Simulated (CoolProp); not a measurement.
50 sccm (0 °C, 1 atm) of nitrogen bubbles through liquid n-decane at 353.9 K and leaves saturated at a total pressure of 0.0839 MPa (ideal gas phase). Each further row changes one setting.

Values from CoolProp's reference Helmholtz-energy equation of state, Lemmon 2006. It is a short technical equation, of lower accuracy than the large ones.

| case | vapour pressure (kPa) | mole fraction of vapour | delivery (mg/min) | delivery (sccm) | change of delivery for a bath 1 K warmer (%) |
|---|---|---|---|---|---|
| as stated | 4.22 | (withheld) | (withheld) | (withheld) | (withheld) |
| bath temperature 358.9 K | (withheld) | (withheld) | 21.3 | (withheld) | 4.8 |
| total pressure 0.168 MPa | 4.22 | 0.0251 | (withheld) | 1.29 | 4.8 |

Problem. What belongs in the gaps?

Solution. 
- as stated, mole fraction of vapour: 0.0503
- as stated, delivery (mg/min): 16.8
- as stated, delivery (sccm): 2.65
- as stated, change of delivery for a bath 1 K warmer (%): 4.9
- bath temperature 358.9 K, vapour pressure (kPa): 5.27
- bath temperature 358.9 K, mole fraction of vapour: 0.0629
- bath temperature 358.9 K, delivery (sccm): 3.35
- total pressure 0.168 MPa, delivery (mg/min): 8.17
